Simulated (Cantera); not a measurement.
An isothermal, constant-pressure homogeneous reactor starts with C2H6 : N2 = 1 : 39 (molar parts), at 1473 K and 0.0133 bar. Integrator tolerance rtol = 1e-08.

Computed with Cantera and GRI-Mech 3.0 (53 species, 325 reactions). GRI-Mech 3.0 stops at C3 and has no aromatics, soot or wall deposition, so with more carbon than oxygen in the feed, carbon stays in small species such as C2H2 where larger ones or solid carbon would form. Radical loss at walls, strong at low pressure, is not modelled.

What does this change do: N2 39 to 270 parts?


```csv
quantity,before,after
x(C2H6) at 4.00 s,6.49e-7 (gas-phase equilibrium 9.51e-12),3.74e-8 (gas-phase equilibrium <1e-12)
x(CH2) at 4.00 s,9.73e-9 (gas-phase equilibrium 5.03e-11),9.93e-9 (gas-phase equilibrium 3.68e-12)
x(H) at 4.00 s,1.32e-5 (gas-phase equilibrium 2.41e-5),1.01e-5 (gas-phase equilibrium 9.44e-6)
x(CH4) at 4.00 s,0.00561 (gas-phase equilibrium 1.22e-5),0.000302 (gas-phase equilibrium 1.37e-7)
x(H2) at 4.00 s,0.0394 (gas-phase equilibrium 0.0476),0.00686 (gas-phase equilibrium 0.00732)
x(C2H) at 4.00 s,1.12e-8 (gas-phase equilibrium 4.80e-9),8.15e-9 (gas-phase equilibrium 4.26e-10)
```
